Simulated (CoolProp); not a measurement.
Vapour-liquid equilibrium of R125 (1) + R236FA (2) at 306.7 K; x and y are mole fractions of (1).

Model: multi-fluid Helmholtz-energy mixture model, Lemmon 2005 and Pan 2012; pair parameters Bell 2016, in CoolProp.

Q: Give the bubble pressure and the first vapour's composition at x = 0.5, 0.65, 0.8. Is there an azeotrope?

A: x = 0.5: 0.9725 MPa, y = 0.770; x = 0.65: 1.176 MPa, y = 0.856; x = 0.8: 1.393 MPa, y = 0.923. No azeotrope shows between x = 0.05 and 0.95.

Pair parameters are fitted to limited data, so mixtures are less certain than the pure fluids.
